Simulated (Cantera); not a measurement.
# Premixed flame

A freely propagating, adiabatic, planar premixed flame of CO : H₂ : CH₄ : O₂ : N₂ = 1 : 0.035 : 0.24 : 0.713 : 2.68 (molar parts), equivalence ratio 1.4, unburnt at 525 K and 1000000 Pa; mixture-averaged transport, grid criteria slope 0.08 and curve 0.16, no radiation.

Computed with Cantera and GRI-Mech 3.0 (53 species, 325 reactions). Burning velocities carry a grid error of a few per cent, more on coarse grids.

| z (mm) | T (K) | u (m/s) | x CO | x H₂ | x CH₄ | x HCO | x C₂H₄ | x HCN |
|---|---|---|---|---|---|---|---|---|
| -0.125 | 525 | 0.824 | 0.214 | 0.00780 | 0.0514 | <1e-8 | <1e-8 | <1e-8 |
| -0.0836 | 527 | 0.827 | 0.214 | 0.00841 | 0.0513 | <1e-8 | 3.95e-8 | <1e-8 |
| -0.0627 | 534 | 0.840 | 0.214 | 0.00921 | 0.0510 | <1e-8 | 2.97e-7 | <1e-8 |
| -0.0418 | 589 | 0.928 | 0.212 | 0.0108 | 0.0491 | <1e-8 | 3.43e-6 | 2.63e-8 |
| -0.0209 | 971 | 1.53 | 0.205 | 0.0137 | 0.0363 | 3.72e-7 | 4.61e-5 | 3.54e-7 |
| -0.0104 | 1399 | 2.20 | 0.197 | 0.0152 | 0.0208 | 9.65e-6 | 0.000105 | 9.54e-7 |
| 0 | 1813 | 2.83 | 0.181 | 0.0152 | 0.00554 | 3.10e-5 | 7.78e-5 | 2.01e-6 |
| 0.0104 | 2026 | 3.12 | 0.158 | 0.0133 | 0.000506 | 1.29e-5 | 5.40e-6 | 2.09e-6 |
| 0.0209 | 2122 | 3.23 | 0.140 | 0.0127 | 2.62e-5 | 2.63e-6 | 8.53e-8 | 1.02e-6 |
| 0.0418 | 2218 | 3.35 | 0.126 | 0.0132 | 9.00e-8 | 1.22e-6 | <1e-8 | 1.76e-7 |
| 0.0836 | 2297 | 3.45 | 0.120 | 0.0131 | <1e-8 | 7.25e-7 | <1e-8 | 1.42e-8 |
| 0.167 | 2351 | 3.52 | 0.118 | 0.0128 | <1e-8 | 3.94e-7 | <1e-8 | <1e-8 |
| 0.334 | 2379 | 3.55 | 0.116 | 0.0126 | <1e-8 | 2.12e-7 | <1e-8 | <1e-8 |
x: mole fraction of selected species; z is measured from the peak of heat release.

```json
{
 "laminar_burning_velocity": "82.3 cm/s",
 "thermal_thickness": "0.0418 mm",
 "peak x(HCO)": "3.12e-5",
 "peak x(C₂H₄)": "0.000117",
 "peak x(HCN)": "2.33e-6",
 "grid_points": "147"
}
```
